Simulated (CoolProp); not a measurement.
The fluid at 351.9 K and 0.652 MPa is compressed adiabatically to 3.49 MPa with isentropic efficiency 0.6. The same conditions are run with several fluids, on thermodynamics alone (safety and materials aside).

Values from CoolProp's reference Helmholtz-energy equation of state of each fluid (n-butane: Bücker 2006; n-perfluorobutane: Gao 2022; R115: Lemmon 2016).

```tsv
fluid	work (kJ/kg)	final temperature (K)	final phase	final density (kg/m³)
n-butane	113	437.5	?	?
n-perfluorobutane	22.8	412.4	supercritical	585
R115	?	?	supercritical	?
```

Q: What belongs in the gaps?

A: 
- n-butane, final phase: gas
- n-butane, final density (kg/m³): 91.1
- R115, work (kJ/kg): 48.2
- R115, final temperature (K): 427.5
- R115, final density (kg/m³): 192
